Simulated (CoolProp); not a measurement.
Computed with CoolProp (reference Helmholtz-energy equation of state, Akasaka 2022).

For R1233zd(E), give the phase and the Joule-Thomson coefficient (K/MPa), isothermal compressibility (1/MPa) at 387.2 K and 0.904 MPa; 399 K and 0.904 MPa.


- 387.2 K and 0.904 MPa: gas; Joule-Thomson coefficient 17.4, isothermal compressibility 1.35
- 399 K and 0.904 MPa: gas; Joule-Thomson coefficient 15.4, isothermal compressibility 1.31
